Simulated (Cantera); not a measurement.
Cantera run, input and output.

```python
import numpy as np
import cantera as ct

gas = ct.Solution("gri30.yaml")
gas.TPX = 1898, 3200, {'NO': 1.9, 'N2': 1.6}
reactor = ct.IdealGasConstPressureReactor(gas, energy="off", clone=False)
net = ct.ReactorNet([reactor])
net.rtol, net.atol = 1e-08, 1e-18
show = ['NO', 'N2O', 'O', 'O2', 'NO2', 'N2']
times = np.geomspace(7e-06, 40, 11)

steps = ct.SolutionArray(gas, extra=["t"])
rows = []
print(f"{'t/s':>10s}{'T/K':>9s}{'P/Pa':>11s}" + "".join(f"{s:>11s}" for s in show))
for t in times:
    while net.time < t:
        t_next = net.step()
        steps.append(gas.state, t=t_next)
    rows.append([np.interp(t, steps.t, y) for y in (steps.T, steps.P, *steps(*show).X.T)])
    print(f"{t:10.3e}{rows[-1][0]:9.1f}{rows[-1][1]:11.4g}" + "".join(f"{x:11.3e}" for x in rows[-1][2:]))
rate = np.gradient(steps.T, steps.t)
print("integrator steps:", len(steps.t))
if steps.T.max() > steps.T[0] + 200:
    print(f"time of steepest temperature rise: {steps.t[rate.argmax()]:.4e} s")
gas.TPX = 1898, 3200, {'NO': 1.9, 'N2': 1.6}
gas.equilibrate("TP")
print(f"equilibrium (TP): T = {gas.T:.1f} K  " + "  ".join(f"{s} {gas[s].X[0]:.3e}" for s in show))
```

Result:

```
       t/s      T/K       P/Pa         NO        N2O          O         O2        NO2         N2
 7.000e-06   1898.0       3200  5.429e-01  3.513e-08  3.514e-08  1.925e-12  6.942e-12  4.571e-01
 3.317e-05   1898.0       3200  5.429e-01  1.664e-07  1.665e-07  4.322e-11  1.555e-10  4.571e-01
 1.572e-04   1898.0       3200  5.429e-01  7.867e-07  7.881e-07  9.861e-10  3.514e-09  4.571e-01
 7.451e-04   1898.0       3200  5.428e-01  3.686e-06  3.719e-06  2.188e-08  7.450e-08  4.571e-01
 3.531e-03   1898.0       3200  5.428e-01  1.655e-05  1.747e-05  5.084e-07  1.364e-06  4.571e-01
 1.673e-02   1898.0       3200  5.427e-01  6.101e-05  8.211e-05  1.614e-05  1.345e-05  4.572e-01
 7.930e-02   1898.0       3200  5.417e-01  1.108e-04  1.839e-04  3.855e-04  2.869e-05  4.576e-01
 3.758e-01   1898.0       3200  5.371e-01  1.102e-04  2.049e-04  2.663e-03  3.378e-05  4.599e-01
 1.781e+00   1898.0       3200  5.145e-01  9.682e-05  2.729e-04  1.392e-02  5.103e-05  4.711e-01
 8.440e+00   1898.0       3200  4.050e-01  5.344e-05  4.710e-04  6.855e-02  8.346e-05  5.259e-01
 4.000e+01   1898.0       3200  1.106e-01  3.457e-06  7.733e-04  2.156e-01  4.116e-05  6.730e-01
integrator steps: 705
equilibrium (TP): T = 1898.0 K  NO 6.199e-03  N2O 6.038e-08  O 8.535e-04  O2 2.678e-01  NO2 2.583e-06  N2 7.252e-01
```

Computed with Cantera and GRI-Mech 3.0 (53 species, 325 reactions). Radical loss at walls, strong at low pressure, is not modelled.
